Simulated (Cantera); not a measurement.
Charge: 1 mol CaCO3, 0.17 mol O2, 0.19 mol CO2, at 1850 K and 13300 Pa.

Method: chemical equilibrium by Gibbs-energy minimisation in Cantera with the NASA 1993 tables (ideal gas, pure condensed phases). Candidate condensed phases: C, Ca, CaCO3, CaO; 15 gas species. The numbers say what is thermodynamically allowed, not how fast it happens.

Base state: CO2 0.872, O2 0.126, CO 0.00229, O 0.000187 (mole fractions); condensed: CaO(s).

**Question.** What changes in the equilibrium state with this change: temperature from 1850 K to 1500 K?

**Answer.** 
```json
[
 {"species": "CO2", "before": "0.872", "after": "0.875"},
 {"species": "O2", "before": "0.126", "after": "0.125"},
 {"species": "CO", "before": "0.00229", "after": "3.32e-5"},
 {"species": "O", "before": "0.000187", "after": "3.93e-6"},
 {"species": "CaO(s), mol", "before": "1.00", "after": "1.00"}
]
```
